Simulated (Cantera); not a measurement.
An adiabatic, constant-pressure homogeneous reactor starts with CH4 : O2 : N2 : CO2 = 1 : 1.82 : 6.84 : 0.15 (molar parts), at 1450 K and 1.00 bar.

Computed with Cantera and GRI-Mech 3.0 (53 species, 325 reactions).

One state of this run: T (K) = 2709; x CH4 = <1e-12; x O2 = 0.0125; x CH2 = <1e-12; x C2H = <1e-12; x H2O2 = 1.90e-7; x NO = 0.00722. x: mole fraction; the columns are a selection and need not sum to one.

Which value of t (s) does it belong to?
(A) 3.00
(B) 0.00173
(C) 0.000206
(D) 2.44e-5

A, 3.00
